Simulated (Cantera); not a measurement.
What does this Cantera script print?

```python
import numpy as np
import cantera as ct

gas = ct.Solution("gri30.yaml")


def delay(T, t_max=10):
    gas.TPX = T, 100000, {'CH4': 1, 'O2': 4.44, 'N2': 15.1}
    reactor = ct.IdealGasReactor(gas, clone=False)
    net = ct.ReactorNet([reactor])
    net.rtol, net.atol = 1e-8, 1e-16
    while net.time < t_max:
        t_old, T_old = net.time, reactor.T
        net.step()
        if reactor.T > T + 400:  # ignition: a rise of 400 K
            return t_old + (T + 400 - T_old) / (reactor.T - T_old) * (net.time - t_old)
    return np.nan


taus = []
for T in [1250, 1350, 1450, 1550, 1650, 1750, 1850]:
    taus.append(delay(T))
    print(f"T0 = {T:6g} K   tau = {taus[-1]:.4e} s")
```

It prints:

```
T0 =   1250 K   tau = 1.3393e-02 s
T0 =   1350 K   tau = 3.8014e-03 s
T0 =   1450 K   tau = 1.2978e-03 s
T0 =   1550 K   tau = 5.3052e-04 s
T0 =   1650 K   tau = 2.5080e-04 s
T0 =   1750 K   tau = 1.3176e-04 s
T0 =   1850 K   tau = 7.4923e-05 s
```

Cantera simulation using GRI-Mech 3.0 (53 species, 325 reactions); the numbers are that mechanism's predictions, not measurements.
